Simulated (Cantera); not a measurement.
Input: 1 mol Si, 3.2 mol F₂, 2 mol H₂, equilibrated at 40.5 Torr.

Cantera equilibrium calculation (NASA polynomials, part measured and part estimated; ideal gas, pure solids and liquids). Candidate condensed phases: Si; 25 gas species. The numbers say what is thermodynamically allowed, not how fast it happens. All values below are at 973 K.

Base state: HF 0.571, SiF₄ 0.238, H₂ 0.190 (mole fractions); condensed: gas only.

What changes in the equilibrium state with this change: H₂ from 2 to 0.12 mol?


```
species  before   after
-------  ------  ------
SiF₄      0.238   0.391
F₂        <1e-9   0.330
F         <1e-9   0.184
HF        0.571  0.0939
H₂        0.190   <1e-9
```
